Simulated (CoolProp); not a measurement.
Vapour-liquid equilibrium of dimethyl carbonate (1) + n-octane (2) at 497.5 K; x and y are mole fractions of (1).

Values from CoolProp's multi-fluid Helmholtz-energy mixture model, Zhou 2011 and Beckmüller 2019; pair parameters Bell 2016.

```csv
x,"bubble pressure, mixture model (kPa)","bubble pressure, Raoult's law (kPa)","y, mixture model","y, Raoult's law"
0.05,977.5,909.7,0.138,0.111
0.15,1207,1027,0.327,0.296
0.25,1403,1145,0.452,0.443
0.35,1567,1262,0.542,0.562
0.45,1704,1380,0.614,0.661
0.55,1816,1498,0.678,0.744
0.65,1907,1615,0.737,0.816
0.75,1977,1733,0.798,0.877
0.85,2022,1850,0.866,0.931
0.95,2036,1968,0.949,0.978
```

The largest gap from Raoult's law is +24.2 % in bubble pressure, at x = 0.35. y crosses x between x = 0.85 and 0.95: the model has an azeotrope there.

The pair parameters rest on a limited set of measurements; away from them the model extrapolates.
